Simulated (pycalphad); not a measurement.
CALPHAD calculation (pycalphad, COST 507 light-alloy database (1999)), 1 atm. No gas phase is included, though pure Al would boil below 3008 K. The data set is of 1999 and partly superseded.

Q: Which phases does Al-23 at.% C hold at 2072 K, with what compositions and amounts?

A: liquid with 3.0 at.% C and AL4C3 with 42.9 at.% C. The lever rule gives (23 − 3.0)/(42.9 − 3.0) = 0.50 of AL4C3 and 0.50 of liquid.

Q: Which phases does Al-81 at.% C hold at 3008 K, with what compositions and amounts?

A: liquid with 40.7 at.% C and graphite with 100 at.% C. The lever rule gives (81 − 40.7)/(100.0 − 40.7) = 0.68 of graphite and 0.32 of liquid.

Q: Which phases does Al-24 at.% C hold at 1265 K, with what compositions and amounts?

A: liquid with <0.01 at.% C and AL4C3 with 42.9 at.% C. The lever rule gives (24 − 0.0)/(42.9 − 0.0) = 0.56 of AL4C3 and 0.44 of liquid.

Q: Which phases does Al-25 at.% C hold at 1308 K, with what compositions and amounts?

A: liquid with <0.01 at.% C and AL4C3 with 42.9 at.% C. The lever rule gives (25 − 0.0)/(42.9 − 0.0) = 0.58 of AL4C3 and 0.42 of liquid.

Database names, with the compositions (at.%) that they take in these runs: AL4C3: Al 57 C 43.
